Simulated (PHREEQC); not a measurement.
HCl is added in steps, without added water, to 1 kg of water holding 0.1 mol/kgw NaH2PO4, 0.0048 mol/kgw K2HPO4 and 0.029 mol/kgw H3AsO4, at 25 °C. Oxygen alone is held at its pressure in air (log pO2 = -0.68). No CO2 enters from the air. Solids allowed: Halite. Others were left out.

Base run: PHREEQC, ion-association model, wateq4f.dat. Each further column changes one thing. The table gives H2PO4- (mol/kgw).

| HCl added (mol) | base | K2HPO4 from 0.0048 to 0.0096 mol/kgw | diluted 2-fold with water | temperature from 25 to 60 °C | no solid may form |
|---|---|---|---|---|---|
| 0 | 0.0884 | 0.0963 | (withheld) | 0.0877 | 0.0884 |
| 0.02275 | 0.0732 | 0.0808 | 0.0312 | 0.0719 | 0.0732 |
| 0.04225 | 0.0607 | 0.0679 | (withheld) | 0.0587 | 0.0607 |
| 0.065 | 0.0471 | 0.0537 | 0.0143 | 0.0444 | 0.0471 |
| 0.08775 | 0.0355 | (withheld) | 0.0100 | 0.0321 | 0.0355 |
| 0.1072 | 0.0277 | 0.0323 | 0.00786 | 0.0238 | 0.0277 |
| 0.13 | 0.0209 | 0.0244 | 0.00626 | (withheld) | 0.0209 |

Task: Some entries are withheld; supply them.

Result: 
- 0, diluted 2-fold with water: 0.0447
- 0.04225, diluted 2-fold with water: 0.0218
- 0.08775, K2HPO4 from 0.0048 to 0.0096 mol/kgw: 0.0412
- 0.13, temperature from 25 to 60 °C: 0.0171

H3PO4, which wateq4f.dat lacks, is added to it with the constant of phreeqc.dat. Away from 25 °C the constants follow the database's enthalpies or fits; those with neither stay at their 25 °C values.
